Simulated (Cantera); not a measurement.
**Catalytic stagnation flow on Pt**

A jet of CH4 : O2 : N2 = 0.052 : 0.15 : 0.79 (molar parts), equivalence ratio 0.69 at 300 K and 10000 Pa hits a platinum plate 2.1 cm away at a mass flux of 0.078 kg/m²/s; the plate temperature is set and raised in steps from an oxygen-covered start.

Cantera simulation using Deutschmann's 1995 Pt surface mechanism with GRI-Mech 3.0 gas chemistry; the numbers are that mechanism's predictions, not measurements. Catalytic surfaces can have several steady states; this one follows from the mechanism file's or the stated starting coverage.

| plate T (K) | wall x CH4 | wall x O2 | wall x H2O | wall x OH | wall x CO | wall x CO2 | θ free Pt | θ O* | θ OH* |
|---|---|---|---|---|---|---|---|---|---|
| 950 | 0.0336 | 0.111 | 0.0353 | 9.65e-8 | 1.74e-5 | 0.0232 | 0.263 | 0.736 | 0.00142 |
| 1000 | 0.0266 | 0.0960 | 0.0482 | 2.75e-7 | 1.89e-5 | 0.0317 | 0.338 | 0.660 | 0.00149 |
| 1050 | 0.0210 | 0.0840 | 0.0585 | 6.87e-7 | 2.02e-5 | 0.0386 | 0.414 | 0.585 | 0.00144 |
| 1100 | 0.0168 | 0.0752 | 0.0661 | 1.53e-6 | 2.16e-5 | 0.0437 | 0.487 | 0.511 | 0.00133 |
| 1150 | 0.0138 | 0.0690 | 0.0715 | 3.10e-6 | 2.35e-5 | 0.0473 | 0.557 | 0.442 | 0.00120 |
| 1200 | 0.0116 | 0.0645 | 0.0753 | 5.82e-6 | 2.62e-5 | 0.0498 | 0.621 | 0.378 | 0.00106 |
x: mole fraction at the wall; θ: surface coverage.
